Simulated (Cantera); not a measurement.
A freely propagating, adiabatic, planar premixed flame of H2 : O2 : N2 = 1 : 0.263 : 0.989 (molar parts), unburnt at 623 K and 1880 Torr; mixture-averaged transport, grid criteria slope 0.08 and curve 0.16, no radiation.

Computed with Cantera and the H2/O2 subset of GRI-Mech 3.0, which has no nitrogen chemistry. The hydrogen kinetics of GRI-Mech 3.0 are dated; newer H2 mechanisms differ, most at raised pressure. Burning velocities carry a grid error of a few per cent, more on coarse grids.

Problem. What does this change do: O2 0.263 to 0.2 parts?

Solution. 
```csv
quantity,before,after
laminar burning velocity,1020 cm/s,757 cm/s
thermal thickness,0.140 mm,0.152 mm
peak x(H2O2),2.08e-5,1.63e-5
peak x(OH),0.00649,0.00183
peak x(HO2),0.000503,0.000402
peak x(H),0.0777,0.0529
```
